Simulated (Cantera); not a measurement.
# Ignition delay

Mixture: 14.2 % CH4, 1.42 % C2H6, 15.9 % O2, 68.4 % N2, at 1600000 Pa, adiabatic and at constant volume. Ignition delay is the time to a rise of 400 K.

Computed with Cantera and GRI-Mech 3.0 (53 species, 325 reactions). The pressure lies above the range GRI-Mech 3.0 was tuned for (to about 10 atm).

```json
[
 {"T0 (K)": "1225", "delay (ms)": "0.525"},
 {"T0 (K)": "1275", "delay (ms)": "0.327"},
 {"T0 (K)": "1325", "delay (ms)": "0.210"},
 {"T0 (K)": "1375", "delay (ms)": "0.138"},
 {"T0 (K)": "1425", "delay (ms)": "0.0908"},
 {"T0 (K)": "1475", "delay (ms)": "0.0603"},
 {"T0 (K)": "1525", "delay (ms)": "0.0402"},
 {"T0 (K)": "1575", "delay (ms)": "0.0270"},
 {"T0 (K)": "1625", "delay (ms)": "0.0183"},
 {"T0 (K)": "1675", "delay (ms)": "0.0126"}
]
```

The apparent activation energy between 1575 and 1675 K is 170 kJ/mol.
